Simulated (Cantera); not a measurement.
Input (Python, Cantera) and output of one run.

```python
import numpy as np
import cantera as ct

gas_names = """
    Fe FeO Fe(OH)2 H HO2 H2 H2O H2O2 H2S H2SO4 O OH O2 O3 S SH SO SO2 SO3 S2 S2O S8
""".split()
cond_names = """
    Fe(a) Fe(c) Fe(d) Fe(L) FeO(s) FeO(L) Fe(OH)2(s) Fe(OH)3(s) FeS(a) FeS(b) FeS(c) FeS(L) FeSO4(s)
    FeS2(s) Fe2O3(s) Fe2S3O12(s) Fe3O4(s) H2O(s) H2O(L) H2SO4(L) S(cr1) S(cr2) S(L)
""".split()


# ... load() reads the species with a 1 bar reference pressure and builds the phases ...
atoms = {
    'Fe2O3': {'Fe': 2, 'O': 3},
    'H2S': {'H': 2, 'S': 1},
    'O2': {'O': 2},
}
top_T = {'FeSO4(s)': 950, 'FeS2(s)': 1010, 'Fe2O3(s)': 1830, 'Fe2S3O12(s)': 1100, 'Fe3O4(s)': 1870}  # K; cautious upper limits of use, not melting points


# ... equilibrate(T, P, feed) seeds the gas with the atoms and calls Mixture.equilibrate('TP', solver="vcs", rtol=1e-11, max_steps=5000) ...
results = []
feed = {'Fe2O3': 1, 'H2S': 1.8, 'O2': 1.2}  # mol
P = 5500  # Pa
for T in [1173, 1198, 1223, 1248, 1273, 1298, 1323, 1348, 1373, 1398, 1423, 1448, 1473, 1498]:
    mix = equilibrate(T, P, feed)
    results.append((T, P, feed, dict(zip(mix.species_names, mix.species_moles))))

top = {s: max(r[3][s] / sum(r[3][g] for g in gas_names) for r in results) for s in gas_names}
cols = sorted((s for s in top if top[s] > 1e-05), key=lambda s: -top[s])[:6]
seen = [c for c in cond_names if any(r[3].get(c, 0) > 1e-12 for r in results)]
print("log10 of partial pressures in bar; condensed amounts in mol")
print(f"{'T/K':>10s}" + "".join(f"{s[:9]:>10s}" for s in cols + seen))
for T, P, feed, n in results:
    ng = sum(n[g] for g in gas_names)
    print(f"{T:10.4g}" + "".join(f"{np.log10(max(n[s] / ng * P / 1e5, 1e-99)):10.3f}" for s in cols)
          + "".join(f"{n.get(c, 0):10.4g}" for c in seen))
```

Output:

```
log10 of partial pressures in bar; condensed amounts in mol
       T/K       H2O       SO2        S2        H2       H2S        SO    FeO(s)    FeS(c)  Fe3O4(s)
      1173    -1.470    -1.747    -2.703    -3.275    -3.187    -4.794         0     0.636    0.4547
      1198    -1.472    -1.751    -2.668    -3.203    -3.182    -4.674         0    0.6236    0.4588
      1223    -1.474    -1.754    -2.635    -3.134    -3.178    -4.559         0    0.6107    0.4631
      1248    -1.476    -1.757    -2.604    -3.069    -3.174    -4.449         0    0.5974    0.4675
      1273    -1.479    -1.761    -2.575    -3.006    -3.170    -4.344         0    0.5835    0.4722
      1298    -1.507    -1.726    -2.496    -2.977    -3.174    -4.211     1.629    0.3708         0
      1323    -1.512    -1.735    -2.434    -2.910    -3.144    -4.107     1.673    0.3266         0
      1348    -1.518    -1.745    -2.375    -2.845    -3.117    -4.008     1.722    0.2782         0
      1373    -1.524    -1.756    -2.319    -2.784    -3.091    -3.914     1.774    0.2255         0
      1398    -1.531    -1.768    -2.266    -2.724    -3.067    -3.825     1.831    0.1685         0
      1423    -1.538    -1.781    -2.217    -2.667    -3.045    -3.739     1.893    0.1074         0
      1448    -1.547    -1.795    -2.170    -2.613    -3.025    -3.658     1.958   0.04219         0
      1473    -1.553    -1.804    -2.144    -2.567    -3.020    -3.581         2         0         0
      1498    -1.557    -1.802    -2.148    -2.531    -3.040    -3.509         2         0         0
```

These are equilibrium values from Cantera (NASA tables, ideal gas, pure condensed phases), not measurements of a reactor. Metal and sulfide melt together well below either melting point, which pure phases cannot show. Mutual solubility and eutectic melting of coexisting phases are not modelled. The tables' stoichiometric FeO is somewhat more stable than real wüstite, so its field is too wide. FeO, FeS: taken at fixed stoichiometry. Gases not in the tables: S3 to S7.
